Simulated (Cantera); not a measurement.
**Diamond growth**

A diamond (100) surface in a fixed gas of H2 with x(CH4) = 0.0042, x(CH3) = 0.00018, at 1225 K, 0.240 bar; coverages are run to steady state.

Model: the Harris–Goodwin 1993 mechanism for the reconstructed diamond (100) surface, integrated in Cantera.

```json
[
 {"x(H)": "0.0001", "growth (µm/h)": "0.934", "θ c6HH": "0.622", "θ c6H*": "0.0275", "θ c6*H": "0.336", "θ c6**": "0.00450", "θ c6HM": "0.00437"},
 {"x(H)": "0.00026", "growth (µm/h)": "2.91", "θ c6HH": "0.519", "θ c6H*": "0.0346", "θ c6*H": "0.422", "θ c6**": "0.0112", "θ c6HM": "0.00593"},
 {"x(H)": "0.00067", "growth (µm/h)": "7.19", "θ c6HH": "0.461", "θ c6H*": "0.0383", "θ c6*H": "0.467", "θ c6**": "0.0200", "θ c6HM": "0.00680"},
 {"x(H)": "0.0017", "growth (µm/h)": "14.9", "θ c6HH": "0.435", "θ c6H*": "0.0399", "θ c6*H": "0.486", "θ c6**": "0.0272", "θ c6HM": "0.00641"},
 {"x(H)": "0.0045", "growth (µm/h)": "26.4", "θ c6HH": "0.425", "θ c6H*": "0.0408", "θ c6*H": "0.495", "θ c6**": "0.0316", "θ c6HM": "0.00468"},
 {"x(H)": "0.012", "growth (µm/h)": "37.8", "θ c6HH": "0.421", "θ c6H*": "0.0415", "θ c6*H": "0.499", "θ c6**": "0.0339", "θ c6HM": "0.00261"},
 {"x(H)": "0.03", "growth (µm/h)": "45.0", "θ c6HH": "0.420", "θ c6H*": "0.0426", "θ c6*H": "0.500", "θ c6**": "0.0350", "θ c6HM": "0.00126"},
 {"x(H)": "0.077", "growth (µm/h)": "49.3", "θ c6HH": "0.420", "θ c6H*": "0.0451", "θ c6*H": "0.498", "θ c6**": "0.0360", "θ c6HM": "0.000543"},
 {"x(H)": "0.2", "growth (µm/h)": "52.7", "θ c6HH": "0.419", "θ c6H*": "0.0509", "θ c6*H": "0.492", "θ c6**": "0.0377", "θ c6HM": "0.000224"}
]
```
θ: site fractions in the mechanism's names (c6HH fully hydrogenated, c6H* and c6*H radical sites, c6** diradical, c6HM methylated).
